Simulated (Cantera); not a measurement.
Cantera run:

```python
import numpy as np
import cantera as ct

gas_names = """
    B BCL BCL2 BCL3 BH BH2 BH3 BN B2 CL CL2 H HCL H2 N NH NH2 NH3 N2 N2H2 N2H4
""".split()
cond_names = """
    B(b) B(L) BN(s) NH4CL(a) NH4CL(b)
""".split()


# ... load() reads the species with a 1 bar reference pressure and builds the phases ...
atoms = {
    'BCl3': {'B': 1, 'CL': 3},
    'NH3': {'N': 1, 'H': 3},
    'H2': {'H': 2},
}
top_T = {'BN(s)': 3200}  # K; cautious upper limits of use, not melting points


# ... equilibrate(T, P, feed) seeds the gas with the atoms and calls Mixture.equilibrate('TP', solver="vcs", rtol=1e-11, max_steps=5000) ...
results = []
feed = {'BCl3': 1, 'NH3': 0.47, 'H2': 49}  # mol
P = 430  # Pa
for T in [1273, 1323, 1373, 1423, 1473, 1523, 1573, 1623, 1673, 1723]:
    mix = equilibrate(T, P, feed)
    results.append((T, P, feed, dict(zip(mix.species_names, mix.species_moles))))
    x = sorted(zip(gas.X, gas.species_names), reverse=True)
    print(f"T = {T:g} K  P = {P:g} Pa  gas = {mix.phase_moles(0):.4g} mol")
    print("   x: " + "  ".join(f"{s} {v:.3e}" for v, s in x if v > 1e-05))
    print("   condensed (mol): " + ("  ".join(f"{mix.phase(i).name} {mix.phase_moles(i):.4g}"
          for i in range(1, mix.n_phases) if mix.phase_moles(i) > 1e-12) or "none"))
```

Result:

```
T = 1273 K  P = 430 Pa  gas = 51.2 mol
   x: H2 9.419e-01  HCL 5.779e-02  BCL3 2.629e-04  H 1.055e-05
   condensed (mol): B(b) 0.5159  BN(s) 0.47
T = 1323 K  P = 430 Pa  gas = 51.2 mol
   x: H2 9.417e-01  HCL 5.804e-02  BCL3 1.740e-04  H 2.347e-05  BCL 1.784e-05
   condensed (mol): B(b) 0.5198  BN(s) 0.47
T = 1373 K  P = 430 Pa  gas = 51.2 mol
   x: H2 9.416e-01  HCL 5.818e-02  BCL3 1.182e-04  H 4.928e-05  BCL 3.845e-05
   condensed (mol): B(b) 0.5214  BN(s) 0.47
T = 1423 K  P = 430 Pa  gas = 51.21 mol
   x: H2 9.415e-01  HCL 5.823e-02  H 9.829e-05  BCL3 8.220e-05  BCL 7.835e-05  BCL2 1.250e-05
   condensed (mol): B(b) 0.5209  BN(s) 0.47
T = 1473 K  P = 430 Pa  gas = 51.21 mol
   x: H2 9.414e-01  HCL 5.821e-02  H 1.872e-04  BCL 1.518e-04  BCL3 5.838e-05  BCL2 1.692e-05
   condensed (mol): B(b) 0.5181  BN(s) 0.4699
T = 1523 K  P = 430 Pa  gas = 51.22 mol
   x: H2 9.412e-01  HCL 5.810e-02  H 3.419e-04  BCL 2.808e-04  BCL3 4.222e-05  BCL2 2.237e-05  CL 1.694e-05  BH2 1.176e-05
   condensed (mol): B(b) 0.5119  BN(s) 0.4698
T = 1573 K  P = 430 Pa  gas = 51.23 mol
   x: H2 9.409e-01  HCL 5.788e-02  H 6.014e-04  BCL 4.980e-04  BCL3 3.098e-05  CL 2.941e-05  BCL2 2.891e-05  BH2 1.910e-05
   condensed (mol): B(b) 0.5012  BN(s) 0.4692
T = 1623 K  P = 430 Pa  gas = 51.25 mol
   x: H2 9.405e-01  HCL 5.749e-02  H 1.022e-03  BCL 8.492e-04  CL 4.922e-05  BCL2 3.652e-05  BH2 3.009e-05  N2 2.627e-05  BCL3 2.296e-05
   condensed (mol): B(b) 0.4845  BN(s) 0.4673
T = 1673 K  P = 430 Pa  gas = 51.29 mol
   x: H2 9.398e-01  HCL 5.687e-02  H 1.684e-03  BCL 1.395e-03  CL 7.957e-05  N2 7.922e-05  BH2 4.609e-05  BCL2 4.509e-05  BCL3 1.710e-05
   condensed (mol): B(b) 0.461  BN(s) 0.4619
T = 1723 K  P = 430 Pa  gas = 51.35 mol
   x: H2 9.387e-01  HCL 5.594e-02  H 2.694e-03  BCL 2.212e-03  N2 2.239e-04  CL 1.244e-04  BH2 6.880e-05  BCL2 5.428e-05  BCL3 1.272e-05
   condensed (mol): B(b) 0.4324  BN(s) 0.447
```

Method: chemical equilibrium by Gibbs-energy minimisation in Cantera with the NASA 1993 tables (ideal gas, pure condensed phases). Mutual solubility and eutectic melting of coexisting phases are not modelled. The tables' values for BCl, BH2, BCl2 are old estimates; treat these amounts as uncertain. Gases not in the tables: BHCl2.
